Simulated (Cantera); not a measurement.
A perfectly stirred reactor is fed with CH3OH : O2 : N2 = 1 : 1.83 : 6.88 (molar parts), equivalence ratio 0.82, at 1000000 Pa; it is adiabatic with a 475 K inlet, and is followed from long to short residence time, starting on the burning branch (τ in s: 0.021, 0.0096, 0.0043, 0.002, 0.00089, 0.0004, 0.00018, 8.3e-05, 3.8e-05, 1.7e-05).

Detailed kinetics in Cantera: GRI-Mech 3.0 (53 species, 325 reactions). GRI-Mech 3.0 was tuned for natural gas; its chemistry of methanol as a main component is partial and can be far from experiment.

**Question.** What does this change do: pressure from 1000000 Pa to 430000 Pa?

**Answer.** 
```csv
quantity,before,after
"blow-out, bracketed by the residence times tried","burning at 17.0 µs, the shortest tried","burning at 38.0 µs, out at 17.0 µs"
x(CH3OH) at τ = 21.0 ms,9.81e-7,1.72e-6
x(O2) at τ = 21.0 ms,0.0320,0.0324
x(C2H6) at τ = 21.0 ms,<1e-12,<1e-12
x(CH2O) at τ = 21.0 ms,9.37e-7,1.67e-6
x(CO2) at τ = 21.0 ms,0.0967,0.0959
x(CH3OH) at τ = 0.400 ms,2.77e-5,3.66e-5
x(O2) at τ = 0.400 ms,0.0347,0.0369
x(C2H6) at τ = 0.400 ms,1.67e-11,1.18e-11
x(CH2O) at τ = 0.400 ms,2.67e-5,3.59e-5
x(CO2) at τ = 0.400 ms,0.0917,0.0869
```

**Question.** What does this change do: pressure from 1000000 Pa to 270000 Pa?

**Answer.** 
```json
[
 {"quantity": "blow-out, bracketed by the residence times tried", "before": "burning at 17.0 µs, the shortest tried", "after": "burning at 38.0 µs, out at 17.0 µs"},
 {"quantity": "x(CH3OH) at τ = 21.0 ms", "before": "9.81e-7", "after": "2.29e-6"},
 {"quantity": "x(O2) at τ = 21.0 ms", "before": "0.0320", "after": "0.0327"},
 {"quantity": "x(C2H6) at τ = 21.0 ms", "before": "<1e-12", "after": "<1e-12"},
 {"quantity": "x(CH2O) at τ = 21.0 ms", "before": "9.37e-7", "after": "2.23e-6"},
 {"quantity": "x(CO2) at τ = 21.0 ms", "before": "0.0967", "after": "0.0952"},
 {"quantity": "x(CH3OH) at τ = 0.400 ms", "before": "2.77e-5", "after": "4.29e-5"},
 {"quantity": "x(O2) at τ = 0.400 ms", "before": "0.0347", "after": "0.0387"},
 {"quantity": "x(C2H6) at τ = 0.400 ms", "before": "1.67e-11", "after": "1.74e-11"},
 {"quantity": "x(CH2O) at τ = 0.400 ms", "before": "2.67e-5", "after": "4.18e-5"},
 {"quantity": "x(CO2) at τ = 0.400 ms", "before": "0.0917", "after": "0.0833"}
]
```
